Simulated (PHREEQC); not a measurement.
Make-up at 40 °C: 0.028 mol/kgw CuCl2 and 0.024 mol/kgw H3BO3. Closed to the air; pH follows from the charge balance.

All values are PHREEQC results (ion-association model, wateq4f.dat), not measurements.

This is a speciation only: nothing precipitates in the calculation.

Question: Order these Cl species by the share of Cl that they hold, largest first: CuCl+, CuCl2, Cl-.

Answer: Cl- (94 %), CuCl+ (5.3 %), CuCl2 (0.21 %)

Question: Order these Cu species by the share of Cu that they hold, largest first: Cu+2, CuCl+, Cu2(OH)2+2, CuCl2.

Answer: Cu+2 (89 %), CuCl+ (11 %), CuCl2 (0.21 %), Cu2(OH)2+2 (0.18 %)

The pH is 4.35 and the ionic strength 0.0778 mol/kgw. The solution is supersaturated, for example in Atacamite, so a real one may precipitate; this is no full list. Species that the database lacks are ignored. Constants without temperature data keep their 25 °C values here.
